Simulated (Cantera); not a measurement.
A Cantera script and its output.

```python
import numpy as np
import cantera as ct

gas = ct.Solution("gri30.yaml")
gas.TP = 300, 280000
flame = ct.CounterflowDiffusionFlame(gas, width=0.02)
flame.fuel_inlet.X, flame.fuel_inlet.T = {'CH4': 1}, 373
flame.oxidizer_inlet.X, flame.oxidizer_inlet.T = {'O2': 0.22, 'N2': 0.78}, 823
flame.set_refine_criteria(ratio=3, slope=0.12, curve=0.24, prune=0.03)
show = ['OH', 'H', 'NO', 'CO', 'C2H2']

rows = []
print(f"{'mdot':>8s}{'a_max':>10s}{'a_mean':>10s}{'Tmax/K':>9s}" + "".join(f"{s:>11s}" for s in show) + "   (peak mole fractions)")
for i, mdot in enumerate([0.7, 1, 1.5, 2.2, 3.3, 4.9, 7.2, 11, 16]):  # kg/m2/s on the oxidiser side
    flame.oxidizer_inlet.mdot, flame.fuel_inlet.mdot = mdot, 1.3 * mdot
    flame.solve(loglevel=0, auto=(i == 0))
    if flame.T.max() < max(373, 823) + 100:
        print(f"{mdot:8.3g}  no burning solution found from the previous one")
        break
    dT = np.abs(np.gradient(flame.T, flame.grid))
    rows.append([flame.strain_rate("max"), flame.strain_rate("mean"), flame.T.max(),
                 *(flame.X[gas.species_index(s)].max() for s in show), max(dT[0], dT[-1]) / dT.max()])
    print(f"{mdot:8.3g}{rows[-1][0]:10.1f}{rows[-1][1]:10.1f}{rows[-1][2]:9.1f}" + "".join(f"{x:11.3e}" for x in rows[-1][3:-1]))
```

Output:

```
    mdot     a_max    a_mean   Tmax/K         OH          H         NO         CO       C2H2   (peak mole fractions)
     0.7     299.4      61.0   2420.0  1.049e-02  3.631e-03  6.663e-04  7.251e-02  2.049e-02
       1     416.5      87.2   2395.8  1.069e-02  3.837e-03  5.916e-04  7.029e-02  1.978e-02
     1.5     606.1     130.8   2370.7  1.091e-02  4.085e-03  5.265e-04  6.804e-02  1.884e-02
     2.2     864.3     191.8   2351.6  1.111e-02  4.341e-03  4.744e-04  6.638e-02  1.784e-02
     3.3    1255.0     287.7   2331.6  1.121e-02  4.590e-03  4.188e-04  6.472e-02  1.659e-02
     4.9    1804.3     427.1   2311.7  1.118e-02  4.800e-03  3.627e-04  6.329e-02  1.527e-02
     7.2    2571.0     627.6   2289.6  1.101e-02  4.950e-03  3.041e-04  6.207e-02  1.386e-02
      11    3806.6     958.9   2262.0  1.068e-02  5.045e-03  2.372e-04  6.104e-02  1.217e-02
      16    5395.4    1394.7   2233.0  1.019e-02  5.043e-03  1.776e-04  6.048e-02  1.052e-02
```

Detailed kinetics in Cantera: GRI-Mech 3.0 (53 species, 325 reactions). GRI-Mech 3.0 has no aromatics or soot, which form on the fuel side of real flames. The maximum strain rate includes the flame's own expansion and is several times the mean.
